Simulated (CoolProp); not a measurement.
Vapour-liquid equilibrium of carbon dioxide (1) + R124 (2) at 223.7 K; x and y are mole fractions of (1).

Model: multi-fluid Helmholtz-energy mixture model, Span 1996 and de Vries 1995; pair parameters Bell 2016, in CoolProp.

```
x     bubble pressure, mixture model (MPa)  bubble pressure, Raoult's law (MPa)  y, mixture model  y, Raoult's law
----  ------------------------------------  -----------------------------------  ----------------  ---------------
0.05                               0.05211                              0.04945             0.715            0.706
0.2                                 0.1501                               0.1518             0.912            0.919
0.35                                0.2407                               0.2542             0.952            0.961
0.5                                 0.3335                               0.3565             0.972            0.979
0.65                                0.4337                               0.4589             0.984            0.988
0.8                                 0.5432                               0.5612             0.993            0.995
0.95                                0.6591                               0.6636             0.998            0.999
```

The largest gap from Raoult's law is -6.5 % in bubble pressure, at x = 0.5. No azeotrope shows between x = 0.05 and 0.95.

Pair parameters are fitted to limited data, so mixtures are less certain than the pure fluids. The gap from Raoult's law changes sign with composition, which may be real or a fault of the pair parameters; it wasn't checked against measurements.
